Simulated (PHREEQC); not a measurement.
Solution (25 °C): 0.082 mol CuSO4, 0.019 mol HCl and 0.00013 mol NaCl per kg of water. Closed to the air; pH follows from the charge balance.

Equilibrium calculation in PHREEQC: ion-association model, phreeqc.dat.

No solid was allowed to form.

Task: Estimate the pH.

Result: pH 2.15.

Task: In which forms is Na present?

Result: Na+ 95 %, NaSO4- 5.3 % of the Na.

Species that the database lacks are ignored.
